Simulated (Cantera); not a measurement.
A closed system holds: 1 mol BN, 3.6 mol H₂, held at 1.00 bar.

Equilibrium computed with Cantera from the NASA thermochemical tables; the gas is ideal and each condensed phase is pure. Candidate condensed phases: B, BN; 15 gas species. Rates play no part. All values below are at 1250 K.

Base state: H₂ 1.000 (mole fractions); condensed: BN(s).

Question: What changes in the equilibrium state with this change: 0.0061 mol Cl₂ added?

Answer: 
```tsv
species	before	after
H₂	1.000	0.997
HCl	0	0.00338
BN(s), mol	1.00	1.00
```
Further candidate phases: NH₄Cl.
